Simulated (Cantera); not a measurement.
A closed system holds: 1 mol SiF₄, 19 mol N₂, at 975 °C and 133 Pa.

These are equilibrium values from Cantera (NASA tables, ideal gas, pure condensed phases), not measurements of a reactor. Candidate condensed phases: Si, Si₃N₄; 16 gas species. Kinetics and transport are ignored.

Base state: N₂ 0.950, SiF₄ 0.0500 (mole fractions); condensed: gas only.

Problem. What changes in the equilibrium state with this change: SiF₄ replaced by Si₂Cl₆?

Solution. 
```tsv
species	before	after
N₂	0.950	0.919
SiCl₄	0	0.0612
SiCl₂	0	0.0104
SiF₄	0.0500	0
SiCl₃	0	0.00939
Cl	0	1.53e-5
Si₃N₄(s), mol	0	0.115
```
The feed counts by its element totals alone. N₂ is the only nitrogen source here; it is nearly inert below about 1500 K, so the nitride shown seldom forms there in practice. The tables' values for SiCl₃ are old estimates; treat these amounts as uncertain.
